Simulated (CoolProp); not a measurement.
Vapour-liquid equilibrium of acetone (1) + benzene (2) at 356.3 K; x and y are mole fractions of (1).

The numbers come from the multi-fluid Helmholtz-energy mixture model, Lemmon 2006 and Thol 2012; pair parameters Bell 2016 in CoolProp.

```csv
x,bubble pressure (MPa),y at the bubble point,dew pressure at overall composition x (MPa),liquid density (mol/L)
0.05,0.1216,0.126,0.1152,10.44
0.125,?,0.269,0.1215,10.55
0.2,?,0.378,0.1284,10.67
0.275,0.1586,0.466,?,?
0.35,0.1687,0.541,0.1443,10.92
0.425,0.1780,0.606,0.1534,11.06
0.5,0.1866,0.665,0.1631,11.20
0.575,0.1949,0.719,0.1735,11.34
0.65,0.2027,?,0.1845,11.50
0.725,0.2102,0.821,0.1957,11.66
0.8,0.2175,0.870,0.2071,11.83
0.875,0.2246,0.919,0.2183,12.01
0.95,?,0.967,0.2291,?
```

**Question.** What belongs in the gaps?

**Answer.** 
- 0.125, bubble pressure (MPa): 0.1354
- 0.2, bubble pressure (MPa): 0.1476
- 0.275, dew pressure at overall composition x (MPa): 0.1360
- 0.275, liquid density (mol/L): 10.79
- 0.65, y at the bubble point: 0.771
- 0.95, bubble pressure (MPa): 0.2315
- 0.95, liquid density (mol/L): 12.19

No azeotrope shows between x = 0.05 and 0.95.

The pair parameters rest on a limited set of measurements; away from them the model extrapolates.
